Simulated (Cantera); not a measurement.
An adiabatic, constant-volume homogeneous reactor starts with CH4 : O2 : N2 : CO2 = 1 : 2.67 : 10 : 2 (molar parts), at 1675 K and 500000 Pa. Integrator tolerance rtol = 1e-08.

Model: GRI-Mech 3.0 (53 species, 325 reactions), integrated in Cantera.

Question: What does this change do: 0.14 parts H2 added?

Answer: 
| quantity | before | after |
|---|---|---|
| time of steepest temperature rise | 74.9 µs | 52.2 µs |
| temperature at 0.200 s | 2754 K | 2773 K |
| equilibrium temperature | 2754 K | 2773 K |
| x(CH4) at 0.200 s | <1e-12 (gas-phase equilibrium <1e-12) | <1e-12 (gas-phase equilibrium <1e-12) |
| x(O2) at 0.200 s | 0.0471 (gas-phase equilibrium 0.0471) | 0.0441 (gas-phase equilibrium 0.0441) |
| x(CO2) at 0.200 s | 0.156 (gas-phase equilibrium 0.156) | 0.152 (gas-phase equilibrium 0.152) |
| x(CH3) at 0.200 s | <1e-12 (gas-phase equilibrium <1e-12) | <1e-12 (gas-phase equilibrium <1e-12) |
| x(H) at 0.200 s | 0.00139 (gas-phase equilibrium 0.00139) | 0.00161 (gas-phase equilibrium 0.00161) |
